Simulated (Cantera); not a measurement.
Feed: 1 mol SiH₂Cl₂, 0.028 mol HCl, 120 mol N₂, held at 1250 K and 1330 Pa.

These are equilibrium values from Cantera (NASA tables, ideal gas, pure condensed phases), not measurements of a reactor. Candidate condensed phases: NH₄Cl, Si, Si₃N₄; 28 gas species. N₂ is the only nitrogen source here; it is nearly inert below about 1500 K, so the nitride shown seldom forms there in practice. The tables' values for SiCl₃ are old estimates; treat these amounts as uncertain. The numbers say what is thermodynamically allowed, not how fast it happens.

Base state: N₂ 0.984, HCl 0.0138, H₂ 0.00145, SiCl₄ 0.000568, SiCl₂ 0.000149, SiCl₃ 0.000109 (mole fractions); condensed: Si₃N₄(s).

Question: What changes in the equilibrium state with this change: N₂ from 120 to 4.9 mol?

Answer: 
```csv
species,before,after
N₂,0.984,0.701
HCl,0.0138,0.213
H₂,0.00145,0.0568
SiCl₄,0.000568,0.0262
SiHCl₃,2.13e-6,0.000249
SiCl₃,0.000109,0.00204
SiCl₂,0.000149,0.00114
"Si₃N₄(s), mol",0.300,0.272
```

Question: What changes in the equilibrium state with this change: N₂ from 120 to 13 mol?

Answer: 
```tsv
species	before	after
N₂	0.984	0.868
HCl	0.0138	0.101
H₂	0.00145	0.0202
SiCl₄	0.000568	0.00911
SiHCl₃	2.13e-6	6.50e-5
SiCl₃	0.000109	0.000891
SiCl₂	0.000149	0.000624
Si₃N₄(s), mol	0.300	0.282
```
